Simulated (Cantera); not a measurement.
**Premixed flame**

A freely propagating, adiabatic, planar premixed flame of 5.43 % CH₄, 2.66 % C₂H₆, 1.14 % C₃H₈, 19.1 % O₂, 71.7 % N₂, equivalence ratio 1.4, unburnt at 398 K and 0.133 bar; mixture-averaged transport, grid criteria slope 0.08 and curve 0.16, no radiation.

Cantera simulation using GRI-Mech 3.0 (53 species, 325 reactions); the numbers are that mechanism's predictions, not measurements. Burning velocities carry a grid error of a few per cent, more on coarse grids.

```json
[
 {"z (mm)": "-7.27", "T (K)": "398", "u (m/s)": "0.686", "x CH₄": "0.0542", "x C₂H₆": "0.0266", "x C₃H₈": "0.0114", "x NO₂": "<1e-8", "x N₂O": "<1e-8", "x O": "<1e-8"},
 {"z (mm)": "-4.85", "T (K)": "400", "u (m/s)": "0.691", "x CH₄": "0.0539", "x C₂H₆": "0.0265", "x C₃H₈": "0.0113", "x NO₂": "<1e-8", "x N₂O": "<1e-8", "x O": "<1e-8"},
 {"z (mm)": "-3.64", "T (K)": "409", "u (m/s)": "0.712", "x CH₄": "0.0533", "x C₂H₆": "0.0263", "x C₃H₈": "0.0113", "x NO₂": "1.26e-8", "x N₂O": "<1e-8", "x O": "<1e-8"},
 {"z (mm)": "-2.42", "T (K)": "496", "u (m/s)": "0.876", "x CH₄": "0.0504", "x C₂H₆": "0.0254", "x C₃H₈": "0.0110", "x NO₂": "1.00e-7", "x N₂O": "<1e-8", "x O": "3.55e-8"},
 {"z (mm)": "-1.21", "T (K)": "973", "u (m/s)": "1.78", "x CH₄": "0.0365", "x C₂H₆": "0.0181", "x C₃H₈": "0.00742", "x NO₂": "7.13e-8", "x N₂O": "<1e-8", "x O": "4.23e-6"},
 {"z (mm)": "-0.606", "T (K)": "1379", "u (m/s)": "2.59", "x CH₄": "0.0226", "x C₂H₆": "0.00738", "x C₃H₈": "0.00217", "x NO₂": "2.43e-8", "x N₂O": "<1e-8", "x O": "6.75e-5"},
 {"z (mm)": "0", "T (K)": "1730", "u (m/s)": "3.31", "x CH₄": "0.00772", "x C₂H₆": "0.000518", "x C₃H₈": "5.07e-5", "x NO₂": "<1e-8", "x N₂O": "<1e-8", "x O": "0.000405"},
 {"z (mm)": "0.606", "T (K)": "1902", "u (m/s)": "3.65", "x CH₄": "0.00123", "x C₂H₆": "4.58e-6", "x C₃H₈": "4.91e-8", "x NO₂": "<1e-8", "x N₂O": "<1e-8", "x O": "0.000836"},
 {"z (mm)": "1.21", "T (K)": "1954", "u (m/s)": "3.75", "x CH₄": "0.000130", "x C₂H₆": "2.62e-8", "x C₃H₈": "<1e-8", "x NO₂": "<1e-8", "x N₂O": "<1e-8", "x O": "0.000995"},
 {"z (mm)": "2.42", "T (K)": "1974", "u (m/s)": "3.77", "x CH₄": "1.49e-6", "x C₂H₆": "<1e-8", "x C₃H₈": "<1e-8", "x NO₂": "<1e-8", "x N₂O": "<1e-8", "x O": "0.000953"},
 {"z (mm)": "4.85", "T (K)": "1983", "u (m/s)": "3.78", "x CH₄": "<1e-8", "x C₂H₆": "<1e-8", "x C₃H₈": "<1e-8", "x NO₂": "<1e-8", "x N₂O": "<1e-8", "x O": "0.000865"},
 {"z (mm)": "9.69", "T (K)": "1992", "u (m/s)": "3.79", "x CH₄": "<1e-8", "x C₂H₆": "<1e-8", "x C₃H₈": "<1e-8", "x NO₂": "<1e-8", "x N₂O": "<1e-8", "x O": "0.000777"},
 {"z (mm)": "19.4", "T (K)": "2006", "u (m/s)": "3.81", "x CH₄": "<1e-8", "x C₂H₆": "<1e-8", "x C₃H₈": "<1e-8", "x NO₂": "<1e-8", "x N₂O": "<1e-8", "x O": "0.000648"}
]
```
x: mole fraction of selected species; z is measured from the peak of heat release.

| Property | Value |
|---|---|
| laminar burning velocity | 68.5 cm/s |
| thermal thickness | 2.42 mm |
| peak x(O) | 0.00100 |
| grid points | 160 |
